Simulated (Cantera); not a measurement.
Charge: 1 mol SiC, 0.23 mol N2O, a varied amount of H2, at 1723 K and 1 atm.

These are equilibrium values from Cantera (NASA tables, ideal gas, pure condensed phases), not measurements of a reactor. Candidate condensed phases: C, C6H6, C7H8, C8H18, H2O, Si, SiC, SiO2, Si2N2O, Si3N4; 151 gas species. Mutual solubility and eutectic melting of coexisting phases are not modelled. Rates play no part.

x: gas mole fraction; n: condensed amount in mol.

| n(H2) (mol) | x H2 | x N2 | x CO | x SiO | x CH4 | x H | x HCN | n SiC(s) | n Si2N2O(s) |
|---|---|---|---|---|---|---|---|---|---|
| 16 | 0.980 | 0.00947 | (withheld) | 0.000417 | 0.000304 | 0.000179 | 0.000124 | 0.844 | 0.0745 |
| 22 | 0.985 | 0.00702 | (withheld) | 0.000457 | 0.000250 | 0.000180 | 8.69e-5 | 0.845 | 0.0724 |
| 31 | 0.989 | 0.00511 | (withheld) | 0.000502 | 0.000201 | 0.000180 | 5.95e-5 | 0.846 | 0.0689 |
| 43 | 0.992 | 0.00381 | (withheld) | 0.000544 | 0.000163 | 0.000180 | 4.16e-5 | 0.849 | 0.0639 |
| 60 | 0.994 | 0.00286 | (withheld) | 0.000584 | 0.000132 | 0.000181 | 2.91e-5 | 0.852 | 0.0563 |
| 83 | 0.995 | 0.00220 | (withheld) | 0.000617 | 0.000108 | 0.000181 | 2.07e-5 | 0.857 | 0.0458 |
| 120 | 0.996 | 0.00166 | (withheld) | 0.000642 | 8.48e-5 | 0.000181 | 1.42e-5 | 0.865 | 0.0288 |
| 160 | 0.997 | 0.00136 | (withheld) | 0.000650 | 7.03e-5 | 0.000181 | 1.06e-5 | 0.873 | 0.0110 |
| 220 | 0.998 | 0.00104 | (withheld) | 0.000554 | 6.31e-5 | 0.000181 | 8.31e-6 | 0.877 | 0 |
| 310 | 0.998 | 0.000737 | (withheld) | 0.000401 | 6.18e-5 | 0.000181 | 6.84e-6 | 0.874 | 0 |
| 440 | 0.999 | 0.000519 | (withheld) | 0.000291 | 6.00e-5 | 0.000181 | 5.57e-6 | 0.869 | 0 |
| 610 | 0.999 | 0.000374 | (withheld) | 0.000216 | 5.79e-5 | 0.000181 | 4.56e-6 | 0.864 | 0 |
| 840 | 0.999 | 0.000271 | (withheld) | 0.000163 | 5.54e-5 | 0.000181 | 3.72e-6 | 0.858 | 0 |

**Question.** Complete the blanks.

**Answer.** 
- 16, x CO: 0.00911
- 22, x CO: 0.00660
- 31, x CO: 0.00463
- 43, x CO: 0.00328
- 60, x CO: 0.00229
- 83, x CO: 0.00159
- 120, x CO: 0.00102
- 160, x CO: 0.000710
- 220, x CO: 0.000486
- 310, x CO: 0.000337
- 440, x CO: 0.000230
- 610, x CO: 0.000159
- 840, x CO: 0.000110
